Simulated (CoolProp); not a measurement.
Properties of ammonia along the isobar 8.05 MPa.

Computed with CoolProp (reference Helmholtz-energy equation of state, Gao 2020).

```tsv
T (°C)	phase	Z	speed of sound (m/s)	expansivity (1/kK)	viscosity (µPa s)	conductivity (mW/(m K))
-13.05	liquid	0.09595	1643	1.912	205	611
20.85	liquid	0.09114	1416	2.310	143	511
54.85	liquid	0.08933	1165	3.031	104	417
88.75	liquid	0.09201	872.3	4.882	74.4	326
122.75	gas	0.6125	381.3	13.41	14.8	60.8
156.65	gas	0.7529	444.2	5.967	15.8	56.2
190.55	gas	0.8245	483.3	4.144	17.0	57.2
224.55	gas	0.8701	513.8	3.268	18.3	60.7
```

Viscosity comes from a separate model (Fenghour 1995). Thermal conductivity comes from a separate model (Tufeu 1984).
